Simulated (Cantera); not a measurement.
# Adiabatic ignition

An adiabatic, constant-pressure homogeneous reactor starts with C2H4 : O2 : N2 : H2O = 1 : 2.73 : 10.3 : 0.92 (molar parts), at 1498 K and 0.570 bar.

Model: GRI-Mech 3.0 (53 species, 325 reactions), integrated in Cantera. GRI-Mech 3.0 was tuned for natural gas; its chemistry of ethylene as a main component is partial and can be far from experiment.

| t (s) | T (K) | x C2H4 | x O2 | x H2O | x CO2 | x CH2 |
|---|---|---|---|---|---|---|
| 1.00e-6 | 1498 | 0.0669 | 0.183 | 0.0615 | <1e-12 | <1e-12 |
| 2.86e-6 | 1498 | 0.0669 | 0.183 | 0.0615 | <1e-12 | <1e-12 |
| 8.18e-6 | 1498 | 0.0669 | 0.183 | 0.0615 | 8.76e-12 | 1.45e-12 |
| 2.34e-5 | 1498 | 0.0668 | 0.183 | 0.0615 | 7.15e-9 | 7.17e-10 |
| 6.69e-5 | 2414 | <1e-12 | 0.0319 | 0.129 | 0.0372 | 7.75e-11 |
| 0.000191 | 2532 | <1e-12 | 0.0254 | 0.129 | 0.0529 | <1e-12 |
| 0.000548 | 2677 | <1e-12 | 0.0218 | 0.139 | 0.0577 | <1e-12 |
| 0.00157 | 2732 | <1e-12 | 0.0195 | 0.143 | 0.0600 | <1e-12 |
| 0.00448 | 2728 | <1e-12 | 0.0182 | 0.143 | 0.0597 | <1e-12 |
| 0.0128 | 2726 | <1e-12 | 0.0177 | 0.143 | 0.0596 | <1e-12 |
| 0.0367 | 2726 | <1e-12 | 0.0177 | 0.143 | 0.0596 | <1e-12 |
| 0.105 | 2726 | <1e-12 | 0.0177 | 0.143 | 0.0596 | <1e-12 |
| 0.300 | 2726 | <1e-12 | 0.0177 | 0.143 | 0.0596 | <1e-12 |
x: mole fraction; the columns are a selection and need not sum to one.

```yaml
time_of_steepest_temperature_rise: 54.8 µs
temperature at 0.300 s: 2726 K
equilibrium_temperature: 2726 K
x(C2H4) at 0.300 s: <1e-12 (gas-phase equilibrium <1e-12)
x(O2) at 0.300 s: 0.0177 (gas-phase equilibrium 0.0177)
x(H2O) at 0.300 s: 0.143 (gas-phase equilibrium 0.143)
```
